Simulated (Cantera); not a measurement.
Charge: 1 mol Cu2O, 4.2 mol C, 0.11 mol CO, held at 7.00 mbar.

Equilibrium computed with Cantera from the NASA thermochemical tables; the gas is ideal and each condensed phase is pure. Candidate condensed phases: C, Cu, CuO, Cu2O; 15 gas species. Kinetics and transport are ignored. All values below are at 1350 °C.

Base state: CO 0.992, Cu 0.00793 (mole fractions); condensed: C(graphite) + Cu(l).

### Question
What changes in the equilibrium state with this change: Cu2O replaced by Ta2O5?

### Answer
```
species            before     after
----------------  -------  --------
CO                  0.992     1.000
CO2               1.68e-6  0.000498
Cu                0.00793         0
C(graphite), mol     3.20         0
Cu(l), mol           1.99         0
TaC(s), mol             0      1.20
Ta2O5(s), mol           0     0.400
```
Mutual solubility and eutectic melting of coexisting phases are not modelled. TaC: taken at fixed stoichiometry. Condensed phases not in the tables: Ta2C. Further candidate phases: Ta, TaC, Ta2O5.
